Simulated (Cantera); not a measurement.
A closed system holds: 1 mol Fe₃O₄, 4.9 mol H₂, at 2173 K and 0.360 bar.

These are equilibrium values from Cantera (NASA tables, ideal gas, pure condensed phases), not measurements of a reactor. Candidate condensed phases: Fe, FeO, Fe(OH)₂, Fe(OH)₃, Fe₂O₃, Fe₃O₄, H₂O; 12 gas species. Each liquid is taken as pure. Mutual solubility and eutectic melting of coexisting phases are not modelled. The tables' stoichiometric FeO is somewhat more stable than real wüstite, so its field is too wide. FeO: taken at fixed stoichiometry. Rates play no part.

Base state: H₂ 0.667, H₂O 0.320, H 0.00657, Fe 0.00600, OH 0.000422, Fe(OH)₂ 0.000256, FeO 8.40e-5 (mole fractions); condensed: Fe(l) + FeO(l).

### Question
What changes in the equilibrium state with this change: temperature from 2173 K to 1275 K?

### Answer
```csv
species,before,after
H₂,0.667,0.760
H₂O,0.320,0.240
H,0.00657,1.07e-6
Fe(OH)₂,0.000256,2.93e-7
Fe,0.00600,1.47e-9
OH,0.000422,3.93e-9
FeO,8.40e-5,<1e-9
"Fe(l), mol",0.555,0
"FeO(l), mol",2.41,0
"Fe(γ), mol",0,0.175
"FeO(s), mol",0,2.83
```
